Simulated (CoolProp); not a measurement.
Vapour pressure (MPa) of dimethyl ether: the reference equation beside estimates from Tc = 127.2 °C, pc = 5.337 MPa, ω = 0.196. Clausius-Clapeyron is anchored at 23.55 °C with a constant enthalpy of vaporisation of 18.54 kJ/mol.

Computed with CoolProp (reference Helmholtz-energy equation of state, Wu 2011).

| T (°C) | reference | Clausius-Clapeyron | van der Waals | Redlich-Kwong | Peng-Robinson |
|---|---|---|---|---|---|
| -32.25 | 0.07236 | 0.09921 | 0.4711 | 0.1125 | 0.07303 |
| -22.95 | 0.1097 | 0.1400 | 0.5840 | 0.1654 | 0.1101 |
| -13.65 | 0.1606 | 0.1926 | 0.7138 | 0.2352 | 0.1608 |
| -4.35 | 0.2283 | 0.2594 | 0.8615 | 0.3247 | 0.2280 |
| 4.95 | 0.3161 | 0.3423 | 1.028 | 0.4369 | 0.3151 |
| 14.25 | 0.4274 | 0.4437 | 1.215 | 0.5749 | 0.4259 |
| 23.55 | 0.5659 | 0.5659 | 1.422 | 0.7415 | 0.5641 |
| 32.85 | 0.7356 | 0.7112 | 1.651 | 0.9397 | 0.7338 |
| 42.15 | 0.9404 | 0.8817 | 1.901 | 1.172 | 0.9393 |
| 51.45 | 1.185 | 1.080 | 2.175 | 1.442 | 1.185 |
| 60.75 | 1.473 | 1.308 | 2.473 | 1.751 | 1.476 |
| 70.05 | 1.810 | 1.567 | 2.795 | 2.103 | 1.817 |
| 79.35 | 2.200 | 1.860 | 3.141 | 2.500 | 2.212 |
| 88.65 | 2.650 | 2.189 | 3.513 | 2.943 | 2.669 |

Absolute difference from the reference over all 14 rows, mean and median: Clausius-Clapeyron 13.3 and 12.3 %, van der Waals 191.0 and 137.9 %, Redlich-Kwong 30.9 and 29.4 %, Peng-Robinson 0.3 and 0.3 %.
